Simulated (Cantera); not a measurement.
Feed: 1 mol SiO2, 34 mol H2, at 2.60 bar.

Method: chemical equilibrium by Gibbs-energy minimisation in Cantera with the NASA 1993 tables (ideal gas, pure condensed phases). Candidate condensed phases: H2O, Si, SiO2; 18 gas species. The numbers say what is thermodynamically allowed, not how fast it happens.

log p: log10 of the partial pressure in bar; n: condensed amount in mol.

```json
[
 {"T (K)": "600", "log p H2": "0.41", "log p H2O": "<-11", "log p SiH4": "<-11", "log p H": "<-11", "n SiO2(α-quartz)": "1.00", "n SiO2(β-quartz)": "0"},
 {"T (K)": "650", "log p H2": "0.41", "log p H2O": "<-11", "log p SiH4": "<-11", "log p H": "<-11", "n SiO2(α-quartz)": "1.00", "n SiO2(β-quartz)": "0"},
 {"T (K)": "700", "log p H2": "0.41", "log p H2O": "(withheld)", "log p SiH4": "-11.05", "log p H": "<-11", "n SiO2(α-quartz)": "1.00", "n SiO2(β-quartz)": "0"},
 {"T (K)": "750", "log p H2": "0.41", "log p H2O": "(withheld)", "log p SiH4": "-10.32", "log p H": "<-11", "n SiO2(α-quartz)": "1.00", "n SiO2(β-quartz)": "0"},
 {"T (K)": "800", "log p H2": "0.41", "log p H2O": "(withheld)", "log p SiH4": "-9.68", "log p H": "-11.33", "n SiO2(α-quartz)": "1.00", "n SiO2(β-quartz)": "0"},
 {"T (K)": "850", "log p H2": "0.41", "log p H2O": "(withheld)", "log p SiH4": "-9.12", "log p H": "-10.48", "n SiO2(α-quartz)": "0", "n SiO2(β-quartz)": "1.00"},
 {"T (K)": "900", "log p H2": "0.41", "log p H2O": "(withheld)", "log p SiH4": "-8.62", "log p H": "-9.72", "n SiO2(α-quartz)": "0", "n SiO2(β-quartz)": "1.00"},
 {"T (K)": "950", "log p H2": "0.41", "log p H2O": "(withheld)", "log p SiH4": "-8.18", "log p H": "-9.05", "n SiO2(α-quartz)": "0", "n SiO2(β-quartz)": "1.00"},
 {"T (K)": "1000", "log p H2": "0.41", "log p H2O": "(withheld)", "log p SiH4": "-7.78", "log p H": "-8.44", "n SiO2(α-quartz)": "0", "n SiO2(β-quartz)": "1.00"}
]
```

Question: Complete the blanks.

Answer: 
- 700, log p H2O: -10.75
- 750, log p H2O: -10.02
- 800, log p H2O: -9.38
- 850, log p H2O: -8.82
- 900, log p H2O: -8.32
- 950, log p H2O: -7.88
- 1000, log p H2O: -7.48
